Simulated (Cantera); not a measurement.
A perfectly stirred reactor is fed with 74.1 % CH4, 25.9 % H2O, at 1.01 bar; it is held at 1600 K, and followed from long to short residence time.

Computed with Cantera and GRI-Mech 3.0 (53 species, 325 reactions). GRI-Mech 3.0 stops at C3 and has no aromatics, soot or wall deposition, so with more carbon than oxygen in the feed, carbon stays in small species such as C2H2 where larger ones or solid carbon would form.

One state of this run: x CH4 = 0.0960; x H2O = 0.0952; x H = 3.90e-5; x HO2 = <1e-12; x CH3 = 0.000125; x CH2 = 1.41e-8; x H2O2 = <1e-12. x: mole fraction; the columns are a selection and need not sum to one.

### Question
Which value of τ (s) does it belong to?
A) 1.9
B) 16
C) 0.22
D) 5.4

### Answer
A, 1.9
